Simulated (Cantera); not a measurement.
Charge: 1 mol Al, 1.2 mol HCl, 5 mol H₂, at 798.15 K.

Points: P (Pa) = 1, 4.2, 18, 75, 320, 1300, 5600, 24000, 100000.

Cantera's Mixture.equilibrate('TP', solver="vcs", rtol=1e-11, max_steps=5000) on the NASA tables stopped like this:

```
ERROR: FAILURE its = 5001!

*******************************************************************************
CanteraError thrown by MultiPhase::equilibrate:
VCS solver failed. Return code: -1
*******************************************************************************
```

Task: What got this run through?

Result: This is not unique; one that fits is The failure is numerical, not chemical. The same input converged with solver="gibbs", rtol=1e-10, max_steps=50000, and the result passed a check of the equilibrium conditions:
```
log10 of partial pressures in bar; condensed amounts in mol
      P/Pa        H2     ALCL3      ALCL    AL2CL6     ALCL2    AL(cr)
         1    -5.049    -6.381    -6.196   -12.220    -7.839    0.3309
       4.2    -4.415    -5.631    -5.946   -10.720    -7.339     0.488
        18    -3.778    -4.951    -5.720    -9.361    -6.886    0.5559
        75    -3.156    -4.314    -5.507    -8.086    -6.461    0.5824
       320    -2.525    -3.677    -5.295    -6.812    -6.037    0.5931
      1300    -1.916    -3.067    -5.092    -5.592    -5.630    0.5972
      5600    -1.282    -2.439    -4.882    -4.337    -5.212    0.5989
   2.4e+04    -0.648    -1.837    -4.682    -3.132    -4.810    0.5995
     1e+05    -0.026    -1.302    -4.503    -2.062    -4.453    0.5998
```

The gas is ideal and each condensed phase is pure. The tables' values for AlCl2 are old estimates; treat these amounts as uncertain.
